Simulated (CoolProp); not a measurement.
Vapour-liquid equilibrium of benzene (1) + dimethyl carbonate (2) at 0.0443 MPa; x and y are mole fractions of (1).

Model: multi-fluid Helmholtz-energy mixture model, Thol 2012 and Zhou 2011; pair parameters Bell 2016, in CoolProp.

```tsv
x	bubble temperature (°C)	y at the bubble point	dew temperature at overall composition x (°C)	liquid density (mol/L)
0.05	64.8	___	65.5	11.17
0.2	61.7	0.314	63.4	11.11
0.35	59.5	0.473	61.2	11.04
0.5	___	0.601	___	10.97
0.65	56.7	0.715	57.4	10.90
0.8	55.9	0.828	56.1	10.84
0.95	55.5	0.953	55.5	___
```

Complete the blanks.


- 0.05, y at the bubble point: 0.095
- 0.5, bubble temperature (°C): 57.9
- 0.5, dew temperature at overall composition x (°C): 59.1
- 0.95, liquid density (mol/L): 10.78

No azeotrope shows between x = 0.05 and 0.95.

Pair parameters are fitted to limited data, so mixtures are less certain than the pure fluids.
